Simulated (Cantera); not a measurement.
Input (Python, Cantera) and output of one run.

```python
import numpy as np
import cantera as ct

gas_names = """
    H HO2 H2 H2O H2O2 O OH O2 O3 Ti TiO TiO2
""".split()
cond_names = """
    H2O(s) H2O(L) Ti(a) Ti(b) Ti(L) TiO(a) TiO(b) TiO(L) TiO2(ru) TiO2(L) Ti2O3(a) Ti2O3(b) Ti2O3(L)
    Ti3O5(a) Ti3O5(b) Ti3O5(L) Ti4O7(s) Ti4O7(L)
""".split()


# ... load() reads the species with a 1 bar reference pressure and builds the phases ...
atoms = {
    'TiO2': {'Ti': 1, 'O': 2},
    'H2': {'H': 2},
}
top_T = {}  # K; cautious upper limits of use, not melting points


# ... equilibrate(T, P, feed) seeds the gas with the atoms and calls Mixture.equilibrate('TP', solver="vcs", rtol=1e-11, max_steps=5000) ...
results = []
feed = {'TiO2': 1, 'H2': 6.6}  # mol
P = 5500  # Pa
for T in [1223, 1323, 1423, 1523, 1623, 1723, 1823, 1923, 2023, 2123]:
    mix = equilibrate(T, P, feed)
    results.append((T, P, feed, dict(zip(mix.species_names, mix.species_moles))))

top = {s: max(r[3][s] / sum(r[3][g] for g in gas_names) for r in results) for s in gas_names}
cols = sorted((s for s in top if top[s] > 0.001), key=lambda s: -top[s])[:6]
seen = [c for c in cond_names if any(r[3].get(c, 0) > 1e-12 for r in results)]
print("log10 of partial pressures in bar; condensed amounts in mol")
print(f"{'T/K':>10s}" + "".join(f"{s[:9]:>10s}" for s in cols + seen))
for T, P, feed, n in results:
    ng = sum(n[g] for g in gas_names)
    print(f"{T:10.4g}" + "".join(f"{np.log10(max(n[s] / ng * P / 1e5, 1e-99)):10.3f}" for s in cols)
          + "".join(f"{n.get(c, 0):10.4g}" for c in seen))
```

Output:

```
log10 of partial pressures in bar; condensed amounts in mol
       T/K        H2       H2O         H  TiO2(ru)  Ti3O5(b)  Ti4O7(s)  Ti4O7(L)
      1223    -1.260    -4.124    -7.152    0.9639         0  0.009017         0
      1323    -1.261    -3.691    -6.430    0.9022         0   0.02446         0
      1423    -1.263    -3.316    -5.809    0.7684         0   0.05791         0
      1523    -1.268    -2.991    -5.270    0.5094         0    0.1226         0
      1623    -1.276    -2.706    -4.798   0.05485         0    0.2363         0
      1723    -1.277    -2.681    -4.377         0         0      0.25         0
      1823    -1.280    -2.613    -4.003         0    0.1725    0.1206         0
      1923    -1.284    -2.557    -3.668         0    0.3333         0         0
      2023    -1.280    -2.683    -3.361         0         0         0      0.25
      2123    -1.283    -2.685    -3.087         0         0         0      0.25
```

These are equilibrium values from Cantera (NASA tables, ideal gas, pure condensed phases), not measurements of a reactor. Mutual solubility and eutectic melting of coexisting phases are not modelled. Condensed phases not in the tables: Magnéli phases beyond Ti4O7.
